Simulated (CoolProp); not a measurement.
Vapour pressure (MPa) of ethylene: the reference equation beside estimates from Tc = 282.4 K, pc = 5.042 MPa, ω = 0.087. Clausius-Clapeyron is anchored at 215 K with a constant enthalpy of vaporisation of 11.29 kJ/mol.

The numbers come from the reference Helmholtz-energy equation of state, Smukala 2000 in CoolProp.

```
T (K)  reference  Lee-Kesler  Clausius-Clapeyron  van der Waals  Redlich-Kwong  Peng-Robinson
-----  ---------  ----------  ------------------  -------------  -------------  -------------
189       0.2821      0.2816              0.3379         0.8013         0.2987         0.2830
197.7     0.4140      0.4140              0.4635          1.012         0.4419         0.4143
206.4     0.5870      0.5876              0.6191          1.256         0.6290         0.5867
215       0.8053      0.8064              0.8053          1.532         0.8634         0.8048
223.7      1.081       1.082               1.029          1.848          1.157          1.081
232.4      1.420       1.420               1.292          2.202          1.513          1.421
241        1.824       1.823               1.591          2.591          1.932          1.828
249.7      2.311       2.309               1.936          3.025          2.429          2.319
258.3      2.880       2.876               2.321          3.496          2.999          2.893
267        3.554       3.552               2.754          4.016          3.659          3.572
275.7      4.343       4.344               3.233          4.580          4.407          4.360
```

Absolute difference from the reference over all 11 rows, mean and median: Lee-Kesler 0.1 and 0.1 %, Clausius-Clapeyron 13.4 and 12.8 %, van der Waals 70.1 and 55.1 %, Redlich-Kwong 5.5 and 5.9 %, Peng-Robinson 0.2 and 0.2 %.
